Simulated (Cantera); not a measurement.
A closed system holds: 1 mol Zr, 0.27 mol O2, 8.7 mol N2, 0.18 mol N2O, held at 100 Torr.

Cantera equilibrium calculation (NASA polynomials, part measured and part estimated; ideal gas, pure solids and liquids). Candidate condensed phases: Zr, ZrN, ZrO2; 13 gas species. Mutual solubility and eutectic melting of coexisting phases are not modelled. ZrN: taken at fixed stoichiometry. Condensed phases not in the tables: solid solutions among these carbides, nitrides and lower oxides. Kinetics and transport are ignored.

x: gas mole fraction; n: condensed amount in mol.

```tsv
T (K)	x N2	x ZrO	x ZrO2	x Zr	x N	n ZrN(s)	n ZrO2(tetragonal)	n ZrO2(s)
1700	1.00	<1e-12	<1e-12	<1e-12	1.52e-11	0.640	0.360	0
1800	1.00	___	1.39e-12	<1e-12	1.00e-10	0.640	0.360	0
1900	1.00	___	2.14e-11	<1e-12	5.41e-10	0.640	0.360	0
2000	1.00	___	2.49e-10	<1e-12	2.47e-9	0.640	0.360	0
2100	1.00	___	2.28e-9	1.38e-11	9.77e-9	0.640	0.360	0
2200	1.00	___	1.70e-8	1.66e-10	3.41e-8	0.640	0.360	0
2300	1.000	___	1.06e-7	1.61e-9	1.07e-7	0.640	0.360	0
2400	1.000	___	5.67e-7	1.29e-8	3.05e-7	0.640	0.360	0
2500	1.000	___	2.64e-6	8.70e-8	8.00e-7	0.640	0.360	0
2600	1.000	___	1.09e-5	5.06e-7	1.95e-6	0.639	0.359	0
2700	0.999	___	4.03e-5	2.57e-6	4.45e-6	0.638	0	0.357
2800	0.998	___	0.000135	1.16e-5	9.57e-6	0.632	0	0.350
```

**Question.** Complete the blanks.

**Answer.** 
- 1800, x ZrO: 1.34e-11
- 1900, x ZrO: 2.19e-10
- 2000, x ZrO: 2.70e-9
- 2100, x ZrO: 2.60e-8
- 2200, x ZrO: 2.02e-7
- 2300, x ZrO: 1.31e-6
- 2400, x ZrO: 7.27e-6
- 2500, x ZrO: 3.50e-5
- 2600, x ZrO: 0.000148
- 2700, x ZrO: 0.000564
- 2800, x ZrO: 0.00194
